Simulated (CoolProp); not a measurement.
n-butane along the isobar 3.88 MPa: Z from the reference equation and from simpler models built on Tc = 152.0 °C, pc = 3.796 MPa, ω = 0.201; each cubic takes its own stable root.

Model: reference Helmholtz-energy equation of state, Bücker 2006, in CoolProp.

| T (°C) | phase | reference | van der Waals | Redlich-Kwong | Soave-Redlich-Kwong | Peng-Robinson |
|---|---|---|---|---|---|---|
| 21.05 | liquid | 0.1581 | 0.2491 | 0.1735 | 0.1691 | [?] |
| 28.25 | liquid | 0.1564 | 0.2462 | 0.1721 | 0.1676 | 0.1483 |
| 35.45 | liquid | 0.1550 | 0.2436 | 0.1709 | 0.1663 | 0.1471 |
| 42.65 | liquid | 0.1537 | 0.2414 | 0.1700 | 0.1653 | 0.1462 |
| 49.75 | liquid | 0.1526 | 0.2395 | 0.1694 | 0.1645 | [?] |
| 56.95 | liquid | 0.1517 | 0.2378 | 0.1690 | 0.1640 | 0.1450 |
| 64.15 | liquid | 0.1511 | 0.2366 | 0.1690 | 0.1639 | 0.1449 |
| 71.35 | liquid | 0.1506 | 0.2356 | 0.1692 | 0.1640 | 0.1450 |
| 78.55 | liquid | 0.1504 | 0.2351 | [?] | 0.1645 | 0.1454 |
| 85.65 | liquid | 0.1504 | 0.2350 | 0.1708 | 0.1654 | 0.1463 |
| 92.85 | liquid | 0.1507 | 0.2353 | 0.1723 | 0.1668 | 0.1476 |
| 100.05 | liquid | 0.1514 | 0.2362 | 0.1743 | 0.1688 | 0.1494 |
| 107.25 | liquid | 0.1525 | 0.2378 | 0.1771 | 0.1715 | 0.1519 |
| 114.35 | liquid | 0.1541 | 0.2403 | 0.1807 | 0.1750 | 0.1552 |
| 121.55 | liquid | 0.1565 | 0.2439 | [?] | 0.1799 | 0.1598 |
| 128.75 | liquid | 0.1599 | 0.2491 | 0.1921 | 0.1866 | 0.1661 |

Problem. Some entries are withheld; supply them.

Solution. 
- 21.05, Peng-Robinson: 0.1497
- 49.75, Peng-Robinson: 0.1455
- 78.55, Redlich-Kwong: 0.1698
- 121.55, Redlich-Kwong: 0.1855
